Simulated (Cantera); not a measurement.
Charge: 1 mol (CH₃)₂SiCl₂, 0.87 mol C₂H₂, 1000 mol H₂, equilibrated at 0.120 bar.

Cantera equilibrium calculation (NASA polynomials, part measured and part estimated; ideal gas, pure solids and liquids). Candidate condensed phases: C, C₆H₆, C₇H₈, C₈H₁₈, Si, SiC; 109 gas species. The feed counts by its element totals alone. The numbers say what is thermodynamically allowed, not how fast it happens. All values below are at 1800 K.

Base state: H₂ 0.997, HCl 0.00199, H 0.00103, C₂H₂ (acetylene) 0.000175, CH₄ 9.17e-5 (mole fractions); condensed: C(graphite) + SiC(s).

Q: What changes in the equilibrium state with this change: (CH₃)₂SiCl₂ replaced by SiH₄?

A: 
```csv
species,before,after
H₂,0.997,0.999
H,0.00103,0.00103
C₂H₂ (acetylene),0.000175,0.000175
HCl,0.00199,0
CH₄,9.17e-5,9.21e-5
"C(graphite), mol",2.30,0.295
"SiC(s), mol",0.998,0.998
```
